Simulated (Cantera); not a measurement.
Charge: 1 mol AlCl3, 2.5 mol NH3, 23 mol H2, held at 81.0 Pa.

These are equilibrium values from Cantera (NASA tables, ideal gas, pure condensed phases), not measurements of a reactor. Candidate condensed phases: Al, AlCl3, AlN, NH4Cl; 20 gas species. Equilibrium is a limit: real reactors are often held back by kinetics, nucleation or transport.

Which condensed phases are stable at each of these points (T (K)): 1273, 1373, 1473, 1573, 1673, 1773, 1873, 1973, 2073, 2173?


| T (K) | condensed phases | Al condensed (%) |
|---|---|---|
| 1273 | AlN(s) | 47.9 |
| 1373 | AlN(s) | 12.5 |
| 1473 | gas only | 0.0 |
| 1573 | gas only | 0.0 |
| 1673 | gas only | 0.0 |
| 1773 | gas only | 0.0 |
| 1873 | gas only | 0.0 |
| 1973 | gas only | 0.0 |
| 2073 | gas only | 0.0 |
| 2173 | gas only | 0.0 |

From 1273 K to 1373 K the condensed part is AlN(s). From 1473 K to 2173 K nothing is condensed.
